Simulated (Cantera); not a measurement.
An isothermal, constant-pressure homogeneous reactor starts with NH3 : H2 = 1 : 4.1 (molar parts), at 2198 K and 100.0 Torr.

Detailed kinetics in Cantera: the gas-phase N/H chemistry of the illustrative SiF4/NH3 mechanism in the Surface Chemkin manual (1991). Walls and surfaces, which speed up NH3 decomposition in real reactors, are not modelled.

x: mole fraction; the columns are a selection and need not sum to one.

| t (s) | x NH3 | x H2 | x N2H4 | x H | x NH | x N |
|---|---|---|---|---|---|---|
| 0.000100 | 0.196 | 0.804 | 4.37e-10 | 0.000231 | 1.21e-6 | (withheld) |
| 0.000203 | 0.196 | 0.804 | 1.74e-9 | 0.000462 | 4.85e-6 | (withheld) |
| 0.000412 | 0.195 | 0.803 | 6.05e-9 | 0.000865 | 1.68e-5 | (withheld) |
| 0.000835 | 0.193 | 0.804 | 1.26e-8 | 0.00126 | 3.48e-5 | (withheld) |
| 0.00169 | 0.189 | 0.806 | 1.39e-8 | 0.00136 | 3.92e-5 | 3.74e-6 |
| 0.00344 | 0.181 | 0.811 | 1.32e-8 | 0.00139 | 3.88e-5 | 3.77e-6 |
| 0.00697 | 0.166 | 0.819 | 1.17e-8 | 0.00144 | 3.79e-5 | 3.80e-6 |
| 0.0141 | 0.140 | 0.835 | 9.32e-9 | 0.00156 | 3.60e-5 | 3.84e-6 |
| 0.0287 | 0.0989 | 0.858 | 5.90e-9 | 0.00180 | 3.25e-5 | 3.93e-6 |
| 0.0582 | 0.0498 | 0.887 | 2.40e-9 | 0.00236 | 2.66e-5 | 4.13e-6 |
| 0.118 | 0.0110 | 0.908 | 3.52e-10 | 0.00420 | 1.79e-5 | (withheld) |
| 0.240 | 0.000201 | 0.906 | 1.09e-12 | 0.0127 | 3.07e-6 | (withheld) |
| 0.486 | 2.09e-5 | 0.904 | <1e-12 | 0.0146 | 4.21e-7 | (withheld) |
| 0.986 | 7.09e-6 | 0.904 | <1e-12 | 0.0146 | 1.43e-7 | (withheld) |
| 2.00 | 3.05e-6 | 0.904 | <1e-12 | 0.0146 | 6.15e-8 | (withheld) |

### Question
Complete the blanks.

### Answer

- 0.000100, x N: 2.00e-8
- 0.000203, x N: 1.61e-7
- 0.000412, x N: 1.04e-6
- 0.000835, x N: 3.10e-6
- 0.118, x N: 4.91e-6
- 0.240, x N: 2.58e-6
- 0.486, x N: 4.05e-7
- 0.986, x N: 1.38e-7
- 2.00, x N: 5.92e-8
